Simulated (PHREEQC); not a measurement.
Solution (25 °C): 190 mmol/kgw H2SO4 and 30 mmol/kgw MnSO4. Closed to the air; pH follows from the charge balance.

Equilibrium calculation in PHREEQC: ion-association model, phreeqc.dat.

Each row changes one thing in this solution. No solid was allowed to form.

| case | pH | ionic strength (mol/kgw) | HSO4- (mol/kgw) | SO4-2 (mol/kgw) | Mn+2 (mol/kgw) | MnSO4 (mol/kgw) |
|---|---|---|---|---|---|---|
| as made | 0.80 | 0.300 | 0.178 | 0.0337 | 0.0213 | 0.00869 |
| H2SO4 from 0.19 to 0.095 mol/kgw | 1.09 | 0.192 | 0.0877 | 0.0278 | [?] | 0.00953 |
| H2SO4 replaced by K2SO4 at the same molality | [?] | 0.504 | [?] | 0.143 | 0.0139 | 0.0161 |
| H2SO4 replaced by Li2SO4 at the same molality | 6.79 | 0.530 | 6.67e-7 | [?] | 0.0136 | 0.0164 |
| diluted 5-fold with water | 1.40 | 0.0745 | 0.0281 | [?] | 0.00417 | 0.00183 |
| temperature from 25 to 5 °C | 0.78 | 0.324 | 0.167 | 0.0448 | 0.0220 | 0.00801 |
| 0.0023 mol/kgw KCl added | 0.80 | 0.302 | 0.177 | 0.0338 | 0.0213 | 0.00864 |

Task: Complete the blanks.

Result: 
- H2SO4 from 0.19 to 0.095 mol/kgw, Mn+2 (mol/kgw): 0.0205
- H2SO4 replaced by K2SO4 at the same molality, pH: 6.78
- H2SO4 replaced by K2SO4 at the same molality, HSO4- (mol/kgw): 6.50e-7
- H2SO4 replaced by Li2SO4 at the same molality, SO4-2 (mol/kgw): 0.156
- diluted 5-fold with water, SO4-2 (mol/kgw): 0.0140

Complexes and solids missing from the database can't appear. At this temperature some constants are extrapolated from 25 °C, and those without enthalpy data are left unchanged.
